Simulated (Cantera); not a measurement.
Mixture: 7.84 % CH₄, 19.4 % O₂, 72.8 % N₂, at 7500 Torr, adiabatic and at constant volume. Ignition delay is the time to a rise of 400 K.

Computed with Cantera and GRI-Mech 3.0 (53 species, 325 reactions).

Question: Predict: delay at 1300 K; delay at 1450 K; delay at 1600 K; delay at 1750 K; delay at 1900 K; apparent activation energy between 1825 and 1975 K.

Answer: 
- delay at 1300 K = 1.26 ms
- delay at 1450 K = 0.260 ms
- delay at 1600 K = 65.9 µs
- delay at 1750 K = 20.3 µs
- delay at 1900 K = 7.67 µs
- apparent activation energy between 1825 and 1975 K = 180 kJ/mol
